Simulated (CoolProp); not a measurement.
Methanol along the isobar 27.5 MPa: density (kg/m³) from the reference equation and from simpler models built on Tc = 513.4 K, pc = 8.216 MPa, ω = 0.565; each cubic takes its own stable root.

Model: reference Helmholtz-energy equation of state, de Reuck 1993, in CoolProp.

```csv
T (K),phase,reference,van der Waals,Soave-Redlich-Kwong
395,liquid,725.7,370.6,543.9
409.6,liquid,711.1,364.8,530.3
424.2,liquid,695.6,358.8,515.6
438.7,liquid,679.3,352.8,500.1
453.3,liquid,661.7,346.5,483.4
467.9,liquid,642.8,340.1,465.5
482.5,liquid,622.2,333.5,446.3
497.1,liquid,599.8,326.7,425.8
511.6,liquid,575.3,319.9,404.2
526.2,supercritical,548.0,312.7,381.2
```
